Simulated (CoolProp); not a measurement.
Vapour-liquid equilibrium of R22 (1) + R142b (2) at 276.3 K; x and y are mole fractions of (1).

The numbers come from the multi-fluid Helmholtz-energy mixture model, Kamei 1995 and Lemmon 2006; pair parameters Bell 2016 in CoolProp.

```tsv
x	bubble pressure, mixture model (kPa)	bubble pressure, Raoult's law (kPa)	y, mixture model	y, Raoult's law
0.05	180.4	181.9	0.138	0.151
0.125	206.8	211.0	0.300	0.326
0.2	232.8	240.2	0.425	0.459
0.275	…	269.3	0.526	0.563
0.35	285.5	298.5	…	0.646
0.425	…	327.6	…	0.715
0.5	340.7	356.8	0.745	0.772
0.575	369.7	385.9	0.800	0.821
0.65	399.8	415.0	0.847	0.863
0.725	…	444.2	0.889	0.899
0.8	462.9	473.3	0.925	0.931
0.875	…	502.5	…	0.960
0.95	528.8	531.6	0.984	0.985
```

**Question.** Some entries are withheld; supply them.

**Answer.** 
- 0.275, bubble pressure, mixture model (kPa): 258.9
- 0.35, y, mixture model: 0.611
- 0.425, bubble pressure, mixture model (kPa): 312.6
- 0.425, y, mixture model: 0.683
- 0.725, bubble pressure, mixture model (kPa): 430.9
- 0.875, bubble pressure, mixture model (kPa): 495.6
- 0.875, y, mixture model: 0.957

The largest gap from Raoult's law is -4.6 % in bubble pressure, at x = 0.425. No azeotrope shows between x = 0.05 and 0.95.

Pair parameters are fitted to limited data, so mixtures are less certain than the pure fluids.
